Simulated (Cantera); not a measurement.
Mixture: CH4 : H2 : O2 : N2 : CO2 = 1 : 0.062 : 2.82 : 14.1 : 1.7 (molar parts), equivalence ratio 0.72, at 18.8 atm, adiabatic and at constant volume. Ignition delay is the time to a rise of 400 K.

Model: GRI-Mech 3.0 (53 species, 325 reactions), integrated in Cantera. The pressure lies above the range GRI-Mech 3.0 was tuned for (to about 10 atm).

| quantity | before | after |
|---|---|---|
| delay at 1300 K | 0.534 ms | 0.569 ms |
| delay at 1400 K | 0.225 ms | 0.240 ms |
| delay at 1500 K | 98.2 µs | 0.105 ms |
| delay at 1600 K | 44.5 µs | 48.0 µs |
| apparent activation energy between 1550 and 1650 K | 160 kJ/mol | 160 kJ/mol |

Name the change that produced these shifts.
A) constant pressure in place of constant volume
B) pressure from 18.8 atm to 4.93 atm
C) CH4 1 to 1.9 parts
D) N2 14.1 to 25 parts

A, constant pressure in place of constant volume
